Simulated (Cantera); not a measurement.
A Cantera script and its output.

```python
import numpy as np
import cantera as ct

gas = ct.Solution("gri30.yaml")
gas.TPX = 1025, 101325, {'C2H6': 1, 'N2': 6.7}
reactor = ct.IdealGasConstPressureReactor(gas, energy="off", clone=False)
net = ct.ReactorNet([reactor])
net.rtol, net.atol = 1e-08, 1e-18
show = ['C2H6', 'C2H2', 'CH3', 'C2H4', 'CH4']
times = np.geomspace(0.0006, 70, 10)

steps = ct.SolutionArray(gas, extra=["t"])
rows = []
print(f"{'t/s':>10s}{'T/K':>9s}{'P/Pa':>11s}" + "".join(f"{s:>11s}" for s in show))
for t in times:
    while net.time < t:
        t_next = net.step()
        steps.append(gas.state, t=t_next)
    rows.append([np.interp(t, steps.t, y) for y in (steps.T, steps.P, *steps(*show).X.T)])
    print(f"{t:10.3e}{rows[-1][0]:9.1f}{rows[-1][1]:11.4g}" + "".join(f"{x:11.3e}" for x in rows[-1][2:]))
rate = np.gradient(steps.T, steps.t)
print("integrator steps:", len(steps.t))
if steps.T.max() > steps.T[0] + 200:
    print(f"time of steepest temperature rise: {steps.t[rate.argmax()]:.4e} s")
gas.TPX = 1025, 101325, {'C2H6': 1, 'N2': 6.7}
gas.equilibrate("TP")
print(f"equilibrium (TP): T = {gas.T:.1f} K  " + "  ".join(f"{s} {gas[s].X[0]:.3e}" for s in show))
```

Output:

```
       t/s      T/K       P/Pa       C2H6       C2H2        CH3       C2H4        CH4
 6.000e-04   1025.0  1.013e+05  1.299e-01  4.617e-13  7.457e-08  1.110e-06  3.609e-07
 2.194e-03   1025.0  1.013e+05  1.298e-01  1.244e-10  8.127e-08  1.866e-05  1.557e-06
 8.019e-03   1025.0  1.013e+05  1.296e-01  2.232e-08  1.588e-07  2.488e-04  8.098e-06
 2.932e-02   1025.0  1.013e+05  1.274e-01  1.492e-06  3.030e-07  2.103e-03  6.305e-05
 1.072e-01   1025.0  1.013e+05  1.190e-01  2.176e-05  2.851e-07  9.398e-03  2.978e-04
 3.919e-01   1025.0  1.013e+05  9.333e-02  1.526e-04  2.240e-07  3.161e-02  1.105e-03
 1.433e+00   1025.0  1.013e+05  4.535e-02  6.678e-04  1.259e-07  7.254e-02  3.258e-03
 5.237e+00   1025.0  1.013e+05  1.822e-02  1.792e-03  7.866e-08  9.376e-02  6.833e-03
 1.915e+01   1025.0  1.013e+05  1.490e-02  3.077e-03  1.055e-07  9.196e-02  1.430e-02
 7.000e+01   1025.0  1.013e+05  1.197e-02  3.670e-03  1.651e-07  8.633e-02  3.134e-02
integrator steps: 1326
equilibrium (TP): T = 1025.0 K  C2H6 4.510e-04  C2H2 1.101e-02  CH3 1.098e-07  C2H4 2.886e-02  CH4 1.343e-01
```

Computed with Cantera and GRI-Mech 3.0 (53 species, 325 reactions). GRI-Mech 3.0 stops at C3 and has no aromatics, soot or wall deposition, so with more carbon than oxygen in the feed, carbon stays in small species such as C2H2 where larger ones or solid carbon would form.
